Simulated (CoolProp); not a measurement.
Saturation properties of CH3F (R41) (Tc = 44.1 °C, pc = 5.906 MPa, ω = 0.200).

The numbers come from the reference Helmholtz-energy equation of state, Lemmon 2006 in CoolProp. It is a short technical equation, of lower accuracy than the large ones.

| T (°C) | p (MPa) | liquid density (kg/m³) | vapour density (kg/m³) | enthalpy of vaporisation (kJ/kg) | surface tension (mN/m) |
|---|---|---|---|---|---|
| -71.55 | 0.1454 | [?] | 3.118 | 478.0 | 14.4 |
| -60.65 | 0.2457 | 842.9 | 5.109 | 461.6 | [?] |
| -49.85 | 0.3912 | 818.2 | 7.953 | 444.0 | 11.1 |
| -38.95 | 0.5971 | 791.7 | 11.97 | 424.5 | 9.56 |
| -28.15 | 0.8733 | 763.7 | 17.42 | 403.1 | 8.04 |
| -17.35 | 1.236 | 733.6 | 24.81 | 379.1 | 6.58 |
| -6.45 | 1.706 | 700.2 | 34.92 | 351.5 | 5.16 |
| 4.35 | 2.292 | 663.3 | 48.65 | 319.6 | 3.83 |
| 15.25 | 3.027 | 620.4 | 68.23 | 281.0 | 2.57 |
| 26.05 | 3.921 | 568.2 | 97.57 | 232.3 | [?] |
| 36.95 | 5.028 | 492.3 | 151.5 | 159.7 | 0.457 |

### Question
Fill in the missing entries.

### Answer

- -71.55, liquid density (kg/m³): 866.8
- -60.65, surface tension (mN/m): 12.8
- 26.05, surface tension (mN/m): 1.44

It boils at -78.4 °C under 1 atm.

Surface tension comes from a separate correlation (Mulero 2012).
